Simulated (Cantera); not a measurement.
Charge: 1 mol Si₂Cl₆, 0.49 mol HCl, 500 mol H₂, held at 1175 °C and 278 Torr.

These are equilibrium values from Cantera (NASA tables, ideal gas, pure condensed phases), not measurements of a reactor. Candidate condensed phases: Si; 19 gas species. The feed counts by its element totals alone. The tables' values for SiCl₃ are old estimates; treat these amounts as uncertain. Kinetics and transport are ignored.

Base state: H₂ 0.988, HCl 0.0119, SiCl₂ 0.000443, H 1.51e-5, SiCl₃ 1.14e-5 (mole fractions); condensed: Si(s).

### Question
What changes in the equilibrium state with this change: temperature from 1175 °C to 777 °C?

### Answer
| species | before | after |
|---|---|---|
| H₂ | 0.988 | 0.991 |
| HCl | 0.0119 | 0.00656 |
| SiHCl₃ | 7.63e-6 | 0.00102 |
| H | 1.51e-5 | 1.33e-8 |
| SiCl₄ | 1.08e-6 | 0.000650 |
| SiH₂Cl₂ | 8.37e-6 | 0.000182 |
| SiCl₂ | 0.000443 | 8.12e-5 |
| SiCl₃ | 1.14e-5 | 5.40e-5 |
| Si(s), mol | 1.76 | 0.998 |

### Question
What changes in the equilibrium state with this change: H₂ from 500 to 77 mol?

### Answer
| species | before | after |
|---|---|---|
| H₂ | 0.988 | 0.934 |
| HCl | 0.0119 | 0.0538 |
| SiCl₂ | 0.000443 | 0.00953 |
| SiCl₄ | 1.08e-6 | 0.000498 |
| SiCl₃ | 1.14e-5 | 0.00114 |
| SiHCl₃ | 7.63e-6 | 0.000740 |
| Si(s), mol | 1.76 | 1.03 |

### Question
What changes in the equilibrium state with this change: temperature from 1175 °C to 577 °C?

### Answer
```tsv
species	before	after
H₂	0.988	0.995
SiHCl₃	7.63e-6	0.00192
SiCl₄	1.08e-6	0.00137
HCl	0.0119	0.00118
H	1.51e-5	<1e-9
SiCl₂	0.000443	1.66e-6
SiH₂Cl₂	8.37e-6	0.000237
Si(s), mol	1.76	0.221
```
